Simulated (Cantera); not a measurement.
Cantera run, input and output.

```python
import numpy as np
import cantera as ct

gas = ct.Solution("gri30.yaml")
gas.TPX = 1125, 660, {'C2H6': 1, 'N2': 3.6}
reactor = ct.IdealGasConstPressureReactor(gas, energy="off", clone=False)
net = ct.ReactorNet([reactor])
net.rtol, net.atol = 1e-08, 1e-18
show = ['C2H6', 'HCN', 'C2H2', 'C2H4', 'CH4', 'CH3']
times = np.geomspace(0.0005, 20, 13)

steps = ct.SolutionArray(gas, extra=["t"])
rows = []
print(f"{'t/s':>10s}{'T/K':>9s}{'P/Pa':>11s}" + "".join(f"{s:>11s}" for s in show))
for t in times:
    while net.time < t:
        t_next = net.step()
        steps.append(gas.state, t=t_next)
    rows.append([np.interp(t, steps.t, y) for y in (steps.T, steps.P, *steps(*show).X.T)])
    print(f"{t:10.3e}{rows[-1][0]:9.1f}{rows[-1][1]:11.4g}" + "".join(f"{x:11.3e}" for x in rows[-1][2:]))
rate = np.gradient(steps.T, steps.t)
print("integrator steps:", len(steps.t))
if steps.T.max() > steps.T[0] + 200:
    print(f"time of steepest temperature rise: {steps.t[rate.argmax()]:.4e} s")
gas.TPX = 1125, 660, {'C2H6': 1, 'N2': 3.6}
gas.equilibrate("TP")
print(f"equilibrium (TP): T = {gas.T:.1f} K  " + "  ".join(f"{s} {gas[s].X[0]:.3e}" for s in show))
```

Output:

```
       t/s      T/K       P/Pa       C2H6        HCN       C2H2       C2H4        CH4        CH3
 5.000e-04   1125.0        660  2.174e-01  9.665e-22  3.892e-16  1.529e-08  1.123e-07  2.471e-06
 1.209e-03   1125.0        660  2.174e-01  1.351e-19  2.531e-14  2.084e-07  6.300e-07  5.617e-06
 2.924e-03   1125.0        660  2.174e-01  3.146e-17  2.826e-12  2.733e-06  3.344e-06  1.175e-05
 7.071e-03   1125.0        660  2.173e-01  4.744e-15  3.408e-10  3.248e-05  1.581e-05  2.079e-05
 1.710e-02   1125.0        660  2.169e-01  2.300e-13  2.946e-08  3.094e-04  6.393e-05  3.234e-05
 4.135e-02   1125.0        660  2.146e-01  2.173e-12  1.359e-06  2.017e-03  2.785e-04  6.707e-05
 1.000e-01   1125.0        660  2.058e-01  7.885e-12  2.757e-05  8.676e-03  1.281e-03  1.085e-04
 2.418e-01   1125.0        660  1.830e-01  1.436e-11  2.433e-04  2.570e-02  4.227e-03  1.086e-04
 5.848e-01   1125.0        660  1.359e-01  1.974e-11  1.319e-03  6.003e-02  1.111e-02  9.498e-05
 1.414e+00   1125.0        660  6.248e-02  2.431e-11  5.328e-03  1.103e-01  2.440e-02  6.726e-05
 3.420e+00   1125.0        660  9.813e-03  2.732e-11  1.579e-02  1.371e-01  3.579e-02  2.484e-05
 8.270e+00   1125.0        660  1.014e-03  2.756e-11  2.785e-02  1.297e-01  3.695e-02  7.377e-06
 2.000e+01   1125.0        660  1.565e-04  2.734e-11  3.787e-02  1.187e-01  3.673e-02  2.876e-06
integrator steps: 1123
equilibrium (TP): T = 1125.0 K  C2H6 4.054e-06  HCN 7.174e-02  C2H2 9.427e-02  C2H4 6.373e-03  CH4 4.582e-02  CH3 9.456e-07
```

Computed with Cantera and GRI-Mech 3.0 (53 species, 325 reactions). GRI-Mech 3.0 stops at C3 and has no aromatics, soot or wall deposition, so with more carbon than oxygen in the feed, carbon stays in small species such as C2H2 where larger ones or solid carbon would form. Radical loss at walls, strong at low pressure, is not modelled.
